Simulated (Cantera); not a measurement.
Input (Python, Cantera) and output of one run.

```python
import numpy as np
import cantera as ct

gas_names = """
    H HO2 H2 H2O H2O2 H2S H2SO4 O OH O2 O3 S SH SO SO2 SO3 S2 S2O S8
""".split()
cond_names = """
    H2O(s) H2O(L) H2SO4(L) S(cr1) S(cr2) S(L)
""".split()


def load(file, names, dense=False):
    # The tables refer to 1 bar. Condensed volumes are neglected.
    table = {s.name: s for s in ct.Species.list_from_file(file)}
    out = []
    for n in names:
        d = dict(table[n].input_data)
        d["thermo"] = dict(d["thermo"], **{"reference-pressure": 1e5})
        if dense:
            d["equation-of-state"] = {"model": "constant-volume", "density": "1e6 g/cm^3"}
        out.append(ct.Species.from_dict(d))
    return out


gas = ct.Solution(thermo="ideal-gas", species=load("nasa_gas.yaml", gas_names))
cond = {s.name: ct.Solution(thermo="fixed-stoichiometry", species=[s], name=s.name)
        for s in load("nasa_condensed.yaml", cond_names, dense=True)}
atoms = {
    'S': {'S': 1},
    'SO2': {'S': 1, 'O': 2},
    'H2': {'H': 2},
}
top_T = {}  # K; cautious upper limits of use, not melting points


def equilibrate(T, P, feed):
    n = {}
    for name, mol in feed.items():
        for a, k in atoms[name].items():
            n[a] = n.get(a, 0.0) + k * mol
    gas.TPX = T, P, n
    mass = sum(n.values()) * gas.mean_molecular_weight
    gas.equilibrate("TP")
    valid = [c for c in cond.values() if c.min_temp <= T <= top_T.get(c.name, c.max_temp)]
    mix = ct.Mixture([(gas, mass / gas.mean_molecular_weight)] + [(c, 0.0) for c in valid])
    mix.T, mix.P = T, P
    mix.equilibrate("TP", solver="vcs", rtol=1e-11, max_steps=5000)
    return mix


results = []
feed = {'S': 1, 'SO2': 0.013, 'H2': 0.97}  # mol
P = 101325  # Pa
for T in [1450, 1650, 1850, 2050, 2250, 2450, 2650, 2850, 3050, 3250]:
    mix = equilibrate(T, P, feed)
    results.append((T, P, feed, dict(zip(mix.species_names, mix.species_moles))))
    x = sorted(zip(gas.X, gas.species_names), reverse=True)
    print(f"T = {T:g} K  P = {P:g} Pa  gas = {mix.phase_moles(0):.4g} mol")
    print("   x: " + "  ".join(f"{s} {v:.3e}" for v, s in x if v > 1e-05))
    print("   condensed (mol): " + ("  ".join(f"{mix.phase(i).name} {mix.phase_moles(i):.4g}"
          for i in range(1, mix.n_phases) if mix.phase_moles(i) > 1e-12) or "none"))
```

Result:

```
T = 1450 K  P = 101325 Pa  gas = 1.167 mol
   x: H2S 5.312e-01  H2 2.766e-01  S2 1.671e-01  H2O 2.224e-02  SH 2.836e-03  S2O 2.593e-05
   condensed (mol): none
T = 1650 K  P = 101325 Pa  gas = 1.255 mol
   x: H2 3.954e-01  H2S 3.526e-01  S2 2.230e-01  H2O 2.061e-02  SH 8.259e-03  S 9.299e-05  H 5.675e-05  S2O 4.345e-05  SO 3.916e-05
   condensed (mol): none
T = 1850 K  P = 101325 Pa  gas = 1.328 mol
   x: H2 4.773e-01  S2 2.598e-01  H2S 2.249e-01  H2O 1.933e-02  SH 1.756e-02  S 5.571e-04  H 3.697e-04  SO 1.485e-04  S2O 6.629e-05  SO2 1.493e-05
   condensed (mol): none
T = 2050 K  P = 101325 Pa  gas = 1.38 mol
   x: H2 5.245e-01  S2 2.783e-01  H2S 1.440e-01  SH 3.043e-02  H2O 1.824e-02  S 2.295e-03  H 1.632e-03  SO 4.453e-04  S2O 9.287e-05  SO2 2.795e-05
   condensed (mol): none
T = 2250 K  P = 101325 Pa  gas = 1.419 mol
   x: H2 5.464e-01  S2 2.824e-01  H2S 9.428e-02  SH 4.596e-02  H2O 1.699e-02  S 7.205e-03  H 5.454e-03  SO 1.092e-03  S2O 1.191e-04  SO2 4.725e-05  OH 2.547e-05
   condensed (mol): none
T = 2450 K  P = 101325 Pa  gas = 1.457 mol
   x: H2 5.490e-01  S2 2.745e-01  H2S 6.295e-02  SH 6.258e-02  S 1.841e-02  H2O 1.526e-02  H 1.479e-02  SO 2.227e-03  S2O 1.381e-04  OH 8.035e-05  SO2 6.941e-05
   condensed (mol): none
T = 2650 K  P = 101325 Pa  gas = 1.503 mol
   x: H2 5.339e-01  S2 2.548e-01  SH 7.799e-02  H2S 4.221e-02  S 3.984e-02  H 3.402e-02  H2O 1.295e-02  SO 3.816e-03  OH 2.011e-04  S2O 1.427e-04  SO2 8.639e-05
   condensed (mol): none
T = 2850 K  P = 101325 Pa  gas = 1.572 mol
   x: H2 5.001e-01  S2 2.234e-01  SH 8.915e-02  S 7.484e-02  H 6.833e-02  H2S 2.777e-02  H2O 1.023e-02  SO 5.556e-03  OH 4.105e-04  S2O 1.298e-04  SO2 9.054e-05  O 3.502e-05
   condensed (mol): none
T = 3050 K  P = 101325 Pa  gas = 1.674 mol
   x: H2 4.467e-01  S2 1.818e-01  S 1.237e-01  H 1.219e-01  SH 9.295e-02  H2S 1.744e-02  H2O 7.465e-03  SO 6.977e-03  OH 7.030e-04  O 1.169e-04  S2O 1.032e-04  SO2 8.098e-05
   condensed (mol): none
T = 3250 K  P = 101325 Pa  gas = 1.819 mol
   x: H2 3.761e-01  H 1.956e-01  S 1.814e-01  S2 1.350e-01  SH 8.757e-02  H2S 1.016e-02  SO 7.690e-03  H2O 5.042e-03  OH 1.040e-03  O 3.224e-04  S2O 7.177e-05  SO2 6.343e-05
   condensed (mol): none
```

Method: chemical equilibrium by Gibbs-energy minimisation in Cantera with the NASA 1993 tables (ideal gas, pure condensed phases).
